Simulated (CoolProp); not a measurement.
Vapour-liquid equilibrium of propylene (1) + R114 (2) at 34.15 °C; x and y are mole fractions of (1).

Computed with CoolProp (multi-fluid Helmholtz-energy mixture model, Lemmon 2013 and Platzer 1990; pair parameters Bell 2016). This equation is an older, rougher fit; its heat capacities, sound speeds and derivatives of the liquid may be far off and weren't checked against measurements.

```json
[
 {"x": "0.05", "bubble pressure, mixture model (bar)": "3.562", "bubble pressure, Raoult's law (bar)": "3.427", "y, mixture model": "0.222", "y, Raoult's law": "0.210"},
 {"x": "0.15", "bubble pressure, mixture model (bar)": "4.981", "bubble pressure, Raoult's law (bar)": "4.582", "y, mixture model": "0.478", "y, Raoult's law": "0.472"},
 {"x": "0.25", "bubble pressure, mixture model (bar)": "6.339", "bubble pressure, Raoult's law (bar)": "5.738", "y, mixture model": "0.620", "y, Raoult's law": "0.628"},
 {"x": "0.35", "bubble pressure, mixture model (bar)": "7.602", "bubble pressure, Raoult's law (bar)": "6.893", "y, mixture model": "0.709", "y, Raoult's law": "0.731"},
 {"x": "0.45", "bubble pressure, mixture model (bar)": "8.763", "bubble pressure, Raoult's law (bar)": "8.049", "y, mixture model": "0.772", "y, Raoult's law": "0.805"},
 {"x": "0.55", "bubble pressure, mixture model (bar)": "9.837", "bubble pressure, Raoult's law (bar)": "9.204", "y, mixture model": "0.821", "y, Raoult's law": "0.861"},
 {"x": "0.65", "bubble pressure, mixture model (bar)": "10.85", "bubble pressure, Raoult's law (bar)": "10.36", "y, mixture model": "0.862", "y, Raoult's law": "0.904"},
 {"x": "0.75", "bubble pressure, mixture model (bar)": "11.84", "bubble pressure, Raoult's law (bar)": "11.52", "y, mixture model": "0.900", "y, Raoult's law": "0.938"},
 {"x": "0.85", "bubble pressure, mixture model (bar)": "12.84", "bubble pressure, Raoult's law (bar)": "12.67", "y, mixture model": "0.938", "y, Raoult's law": "0.966"},
 {"x": "0.95", "bubble pressure, mixture model (bar)": "13.87", "bubble pressure, Raoult's law (bar)": "13.83", "y, mixture model": "0.978", "y, Raoult's law": "0.990"}
]
```

The largest gap from Raoult's law is +10.5 % in bubble pressure, at x = 0.25. No azeotrope shows between x = 0.05 and 0.95.

Pair parameters are fitted to limited data, so mixtures are less certain than the pure fluids.
